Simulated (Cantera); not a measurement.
A Cantera script and its output.

```python
import numpy as np
import cantera as ct

gas = ct.Solution("gri30.yaml")
gas.TPX = 1900, 100000, {'NO': 1, 'N2': 7.9}
inlet = ct.Reservoir(gas, clone=True)

reactor = ct.IdealGasConstPressureReactor(gas, energy="off", clone=False)
exhaust = ct.Reservoir(gas, clone=True)
tau = [0.4, 0.2, 0.096, 0.047, 0.023, 0.011, 0.0055, 0.0027, 0.0013, 0.00065, 0.00032][0]
for a, b in ((inlet, reactor), (reactor, exhaust)):
    ct.MassFlowController(a, b, mdot=lambda t: reactor.mass / tau)
net = ct.ReactorNet([reactor])
show = ['NO', 'NO2', 'O', 'N2O', 'N2', 'O2']

rows = []
print(f"{'tau/s':>10s}{'T/K':>9s}" + "".join(f"{s:>11s}" for s in show))
for tau in [0.4, 0.2, 0.096, 0.047, 0.023, 0.011, 0.0055, 0.0027, 0.0013, 0.00065, 0.00032]:
    net.initial_time = 0.0
    net.advance(30 * tau)
    before = gas.X
    net.advance(40 * tau)
    drift = np.max(np.abs(gas.X - before) / (gas.X + 1e-9))
    rows.append([gas.T, *gas[show].X, drift])
    print(f"{tau:10.3e}{gas.T:9.1f}" + "".join(f"{x:11.3e}" for x in gas[show].X))
```

Output:

```
     tau/s      T/K         NO        NO2          O        N2O         N2         O2
 4.000e-01   1900.0  1.059e-01  3.232e-05  2.098e-05  5.101e-06  8.909e-01  3.186e-03
 2.000e-01   1900.0  1.091e-01  2.725e-05  1.729e-05  5.403e-06  8.893e-01  1.598e-03
 9.600e-02   1900.0  1.108e-01  2.371e-05  1.491e-05  5.549e-06  8.884e-01  7.563e-04
 4.700e-02   1900.0  1.116e-01  2.154e-05  1.351e-05  5.581e-06  8.880e-01  3.593e-04
 2.300e-02   1900.0  1.120e-01  1.992e-05  1.250e-05  5.521e-06  8.878e-01  1.657e-04
 1.100e-02   1900.0  1.122e-01  1.813e-05  1.141e-05  5.336e-06  8.877e-01  6.998e-05
 5.500e-03   1900.0  1.123e-01  1.567e-05  9.943e-06  4.993e-06  8.877e-01  2.767e-05
 2.700e-03   1900.0  1.123e-01  1.187e-05  7.667e-06  4.394e-06  8.877e-01  8.536e-06
 1.300e-03   1900.0  1.123e-01  7.106e-06  4.792e-06  3.500e-06  8.876e-01  1.803e-06
 6.500e-04   1900.0  1.123e-01  3.485e-06  2.568e-06  2.512e-06  8.876e-01  3.250e-07
 3.200e-04   1900.0  1.124e-01  1.468e-06  1.283e-06  1.586e-06  8.876e-01  5.810e-08
```

Model: GRI-Mech 3.0 (53 species, 325 reactions), integrated in Cantera.
